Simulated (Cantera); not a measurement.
**ZrN + N2 (sublimation and decomposition of ceramics)**

Feed: 1 mol ZrN, 2.7 mol N2, equilibrated at 1 atm.

These are equilibrium values from Cantera (NASA tables, ideal gas, pure condensed phases), not measurements of a reactor. Candidate condensed phases: Zr, ZrN; 9 gas species. Ions and electrons are included (thermal ionisation). ZrN: taken at fixed stoichiometry. Rates play no part.

```
T (°C)  log p N2  log p Zr  log p N  log p ZrN  n ZrN(s)  n ZrN(l)
------  --------  --------  -------  ---------  --------  --------
1727        0.01      <-11    -9.04       <-11      1.00         0
2227        0.01     -8.38    -6.53       <-11      1.00         0
2727        0.01     -5.07    -4.85      -9.70     1.000         0
3227        0.00     -2.82    -3.65      -7.26         0     0.996
3727       -0.02     -1.18    -2.76      -5.50         0     0.806
4227       -0.12     -0.62    -2.10      -4.90         0         0
4727       -0.13     -0.62    -1.54      -4.85         0         0
```
log p: log10 of the partial pressure in bar; n: condensed amount in mol.

From 1727 °C to 2727 °C the condensed part is ZrN(s). From 3227 °C to 3727 °C the condensed part is ZrN(l). From 4227 °C to 4727 °C nothing is condensed.
